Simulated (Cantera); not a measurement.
Charge: 1 mol Si2Cl6, 3.5 mol N2, 18 mol H2, held at 775 °C and 75.0 Torr.

These are equilibrium values from Cantera (NASA tables, ideal gas, pure condensed phases), not measurements of a reactor. The feed counts by its element totals alone. N2 is the only nitrogen source here; it is nearly inert below about 1500 K, so the nitride shown seldom forms there in practice. The tables' values for SiCl3 are old estimates; treat these amounts as uncertain. Rates play no part.

| species | before | after |
|---|---|---|
| H2 | 0.657 | 0.895 |
| SiCl4 | 0.00435 | 0.0548 |
| HCl | 0.242 | 0.0316 |
| N2 | 0.0967 | 4.33e-9 |
| SiHCl3 | 0.000121 | 0.0159 |
| SiH2Cl2 | 3.83e-7 | 0.000521 |
| SiCl2 | 9.23e-7 | 0.000922 |
| SiCl3 | 1.48e-5 | 0.00166 |
| Si3N4(s), mol | 0.632 | 0.185 |
Gas species are given as mole fractions.

Q: Which change was made?
A) H2 from 18 to 0.15 mol
B) N2 from 3.5 to 19 mol
C) temperature from 775 °C to 1300 °C
D) N2 from 3.5 to 0.37 mol

A: D, N2 from 3.5 to 0.37 mol
